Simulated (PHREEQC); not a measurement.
Dissolve 0.24 mol CdSO4, 8.1e-05 mol H3BO3 and 0.00094 mol MnSO4 per kg of water at 25 °C. Closed to the air; pH follows from the charge balance.

Computed with PHREEQC (ion-association model, phreeqc.dat).

Problem. The ionic strength comes out as 0.407 mol/kgw. What activity coefficients do H+, Mn+2, SO4-2, HSO4-, Cd2OH+3 get?

Solution. H+ 0.77, Mn+2 0.27, SO4-2 0.22, HSO4- 0.73, Cd2OH+3 0.059.

This is a speciation only: nothing precipitates in the calculation. Species that the database lacks are ignored.
